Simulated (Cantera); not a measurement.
Input (Python, Cantera):

```python
import numpy as np
import cantera as ct

gas = ct.Solution("gri30.yaml")
gas.TPX = 775, 21000, {'CO': 1, 'H2': 0.091, 'CH4': 0.68, 'O2': 1.59, 'N2': 14.1}
inlet = ct.Reservoir(gas, clone=True)
gas.equilibrate("HP")  # start burning
reactor = ct.IdealGasConstPressureReactor(gas, energy="on", clone=False)
exhaust = ct.Reservoir(gas, clone=True)
tau = [0.036, 0.017, 0.0082, 0.0039, 0.0019, 0.0009, 0.00043, 0.00021, 9.9e-05, 4.7e-05, 2.3e-05, 1.1e-05][0]
for a, b in ((inlet, reactor), (reactor, exhaust)):
    ct.MassFlowController(a, b, mdot=lambda t: reactor.mass / tau)
net = ct.ReactorNet([reactor])
show = ['CO', 'H2', 'CH4', 'O', 'CO2']

rows = []
print(f"{'tau/s':>10s}{'T/K':>9s}" + "".join(f"{s:>11s}" for s in show))
for tau in [0.036, 0.017, 0.0082, 0.0039, 0.0019, 0.0009, 0.00043, 0.00021, 9.9e-05, 4.7e-05, 2.3e-05, 1.1e-05]:
    net.initial_time = 0.0
    net.advance(30 * tau)
    before = gas.X
    net.advance(40 * tau)
    drift = np.max(np.abs(gas.X - before) / (gas.X + 1e-9))
    rows.append([gas.T, *gas[show].X, drift])
    print(f"{tau:10.3e}{gas.T:9.1f}" + "".join(f"{x:11.3e}" for x in gas[show].X))
```

Result:

```
     tau/s      T/K         CO         H2        CH4          O        CO2
 3.600e-02   1725.1  3.340e-02  1.007e-02  1.475e-05  1.230e-03  6.314e-02
 1.700e-02   1685.1  3.476e-02  1.069e-02  2.607e-05  1.743e-03  6.148e-02
 8.200e-03   1641.9  3.625e-02  1.123e-02  4.777e-05  2.298e-03  5.965e-02
 3.900e-03   1595.5  3.833e-02  1.163e-02  9.450e-05  2.843e-03  5.719e-02
 1.900e-03   1549.2  4.183e-02  1.180e-02  1.994e-04  3.217e-03  5.327e-02
 9.000e-04   1494.5  4.938e-02  1.189e-02  5.176e-04  3.121e-03  4.506e-02
 4.300e-04    775.0  5.727e-02  5.212e-03  3.894e-02  1.079e-13  7.568e-13
 2.100e-04    775.0  5.727e-02  5.212e-03  3.894e-02  9.036e-14  3.549e-13
 9.900e-05    775.0  5.727e-02  5.212e-03  3.894e-02  6.692e-14  1.592e-13
 4.700e-05    775.0  5.727e-02  5.212e-03  3.894e-02  4.356e-14  7.174e-14
 2.300e-05    775.0  5.727e-02  5.212e-03  3.894e-02  2.579e-14  3.377e-14
 1.100e-05    775.0  5.727e-02  5.212e-03  3.894e-02  1.380e-14  1.578e-14
```

Detailed kinetics in Cantera: GRI-Mech 3.0 (53 species, 325 reactions).
